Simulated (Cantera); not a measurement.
Low-pressure radical oxidation in H2/O2

An isothermal, constant-pressure homogeneous reactor starts with 7.15 % H₂, 92.9 % O₂, equivalence ratio 0.038, at 1075 K and 2670 Pa.

Detailed kinetics in Cantera: GRI-Mech 3.0 (53 species, 325 reactions). Radical loss at walls, strong at low pressure, is not modelled. The temperature is held fixed by assumption; the heat of reaction is taken as removed at once.

```
t (s)         x H₂   x O₂     x HO₂       x H      x OH
--------  --------  -----  --------  --------  --------
7.00e-6     0.0715  0.929  6.08e-11  5.64e-11  4.42e-12
2.42e-5     0.0715  0.929  2.10e-10  1.73e-10  4.14e-11
8.34e-5     0.0715  0.929  7.31e-10  5.91e-10  3.10e-10
0.000288    0.0715  0.929   2.67e-9   6.59e-9   4.60e-9
0.000993    0.0715  0.928   3.35e-7   1.10e-5   7.83e-6
0.00343    0.00179  0.896   1.33e-5    0.0109   0.00290
0.0118    0.000336  0.920   8.91e-6  0.000950   0.00119
0.0408     3.11e-5  0.925   2.86e-6   2.70e-5  0.000354
0.141      2.71e-6  0.926   5.29e-7   8.02e-7  0.000110
0.486      3.30e-7  0.926   9.30e-8   4.03e-8   4.09e-5
1.68       5.70e-8  0.926   1.95e-8   3.27e-9   1.77e-5
5.79       1.25e-8  0.926   5.11e-9  3.56e-10   8.44e-6
20.0       3.11e-9  0.926   2.17e-9  4.60e-11   4.26e-6
```
x: mole fraction; the columns are a selection and need not sum to one.

Equilibrium at this temperature and pressure: H₂ 3.33e-10, O₂ 0.926, HO₂ 3.01e-9, H 1.65e-12, OH 1.39e-6 (gas phase only).
